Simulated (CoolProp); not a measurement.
Vapour-liquid equilibrium of ethylbenzene (1) + o-xylene (2) at 0.904 MPa; x and y are mole fractions of (1).

The numbers come from the multi-fluid Helmholtz-energy mixture model, Zhou 2012 and Zhou 2012; pair parameters Bell 2016 in CoolProp.

| x | bubble temperature (K) | y at the bubble point | dew temperature at overall composition x (K) | liquid density (mol/L) |
|---|---|---|---|---|
| 0.05 | 524.2 | 0.056 | 524.2 | 6.099 |
| 0.125 | 523.4 | 0.138 | 523.6 | 6.090 |
| 0.2 | 522.7 | 0.220 | 522.9 | 6.082 |
| 0.275 | 521.9 | 0.300 | 522.1 | 6.075 |
| 0.35 | 521.1 | 0.379 | 521.4 | 6.067 |
| 0.425 | 520.4 | 0.456 | 520.7 | 6.060 |
| 0.5 | 519.6 | 0.531 | 519.9 | 6.054 |
| 0.575 | 518.9 | 0.604 | 519.1 | 6.047 |
| 0.65 | 518.1 | 0.676 | 518.4 | 6.041 |
| 0.725 | 517.5 | 0.747 | 517.7 | 6.036 |
| 0.8 | 516.8 | 0.817 | 517.0 | 6.031 |
| 0.875 | 516.2 | 0.886 | 516.3 | 6.026 |
| 0.95 | 515.6 | 0.954 | 515.7 | 6.022 |

No azeotrope shows between x = 0.05 and 0.95.

The pair parameters rest on a limited set of measurements; away from them the model extrapolates.
